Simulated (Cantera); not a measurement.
Feed: 1 mol SiCl4, 1.9 mol HCl, 2.4 mol H2, held at 700 K and 1.00 bar.

These are equilibrium values from Cantera (NASA tables, ideal gas, pure condensed phases), not measurements of a reactor. Candidate condensed phases: Si; 19 gas species. The numbers say what is thermodynamically allowed, not how fast it happens.

Base state: H2 0.453, HCl 0.359, SiCl4 0.189, SiHCl3 4.87e-5 (mole fractions); condensed: gas only.

Q: What changes in the equilibrium state with this change: temperature from 700 K to 1148 K?

A: 
```
species   before     after
-------  -------  --------
H2         0.453     0.448
HCl        0.359     0.364
SiCl4      0.189     0.183
SiCl3    4.99e-9  0.000616
SiCl2      <1e-9   2.28e-5
SiH2Cl2    <1e-9   1.40e-5
```
The tables' values for SiCl3 are old estimates; treat these amounts as uncertain.

Q: What changes in the equilibrium state with this change: SiCl4 replaced by Si?

A: 
```json
[
 {"species": "H2", "before": "0.453", "after": "0.859"},
 {"species": "SiCl4", "before": "0.189", "after": "0.0843"},
 {"species": "SiHCl3", "before": "4.87e-5", "after": "0.0539"},
 {"species": "HCl", "before": "0.359", "after": "0.000275"},
 {"species": "SiH2Cl2", "before": "<1e-9", "after": "0.00227"},
 {"species": "SiH3Cl", "before": "<1e-9", "after": "2.05e-5"},
 {"species": "Si(s), mol", "before": "0", "after": "0.470"}
]
```

Q: What changes in the equilibrium state with this change: temperature from 700 K to 1150 K?

A: 
```tsv
species	before	after
H2	0.453	0.448
HCl	0.359	0.364
SiCl4	0.189	0.183
SiCl3	4.99e-9	0.000635
SiCl2	<1e-9	2.41e-5
SiH2Cl2	<1e-9	1.44e-5
SiHCl3	4.87e-5	0.00458
```
The tables' values for SiCl3 are old estimates; treat these amounts as uncertain.
